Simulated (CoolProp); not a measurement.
The fluid at 375.43 K and 0.227 MPa (gas) is heated at constant pressure to 446.6 K. The same conditions are run with several fluids, on thermodynamics alone (safety and materials aside).

The numbers come from the reference Helmholtz-energy equation of state of each fluid (R134a: Tillner-Roth 1994; carbon dioxide: Span 1996; the fluoroketone C6F12O (FK-5-1-12): McLinden 2015; R152A: Outcalt 1996) in CoolProp.

```csv
fluid,heat (kJ/kg),final density (kg/m³)
R134a,…,…
carbon dioxide,…,…
the fluoroketone C6F12O (FK-5-1-12),…,20.2
R152A,…,…
```

Some entries are withheld; supply them.


- R134a, heat (kJ/kg): 73.5
- R134a, final density (kg/m³): 6.30
- carbon dioxide, heat (kJ/kg): 67.8
- carbon dioxide, final density (kg/m³): 2.70
- the fluoroketone C6F12O (FK-5-1-12), heat (kJ/kg): 70.2
- R152A, heat (kJ/kg): 92.2
- R152A, final density (kg/m³): 4.08
